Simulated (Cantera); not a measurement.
Charge: 1 mol BCl3, 1.5 mol O2, at 1173 K and 0.133 bar.

Equilibrium computed with Cantera from the NASA thermochemical tables; the gas is ideal and each condensed phase is pure. Candidate condensed phases: B, B2O3; 18 gas species. Rates play no part.

Base state: Cl2 0.660, O2 0.332, Cl 0.00788, ClO 6.88e-5 (mole fractions); condensed: B2O3(l).

**Question.** What changes in the equilibrium state with this change: O2 from 1.5 to 0.16 mol?

**Answer.** 
```tsv
species	before	after
BCl3	5.83e-7	0.613
Cl2	0.660	0.286
B3O3Cl3	1.57e-7	0.0961
O2	0.332	<1e-9
ClO	6.88e-5	1.58e-9
BOCl	6.53e-7	5.55e-5
Cl	0.00788	0.00519
B2O3(l), mol	0.500	0
```
The tables' values for BOCl are old estimates; treat these amounts as uncertain.

**Question.** What changes in the equilibrium state with this change: O2 from 1.5 to 0.057 mol?

**Answer.** 
| species | before | after |
|---|---|---|
| BCl3 | 5.83e-7 | 0.852 |
| Cl2 | 0.660 | 0.108 |
| B3O3Cl3 | 1.57e-7 | 0.0365 |
| O2 | 0.332 | <1e-9 |
| ClO | 6.88e-5 | <1e-9 |
| BOCl | 6.53e-7 | 4.02e-5 |
| Cl | 0.00788 | 0.00319 |
| B2O3(l), mol | 0.500 | 0 |
The tables' values for BOCl are old estimates; treat these amounts as uncertain.
